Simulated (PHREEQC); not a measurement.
Dissolve 1 mmol/kgw SrCl2 at 20 °C. Closed to the air; pH follows from the charge balance.

Computed with PHREEQC (ion-association model, phreeqc.dat).

Precipitation was switched off in this run.

Estimate the specific conductance.

specific conductance 227 µS/cm.

Complexes and solids missing from the database can't appear.
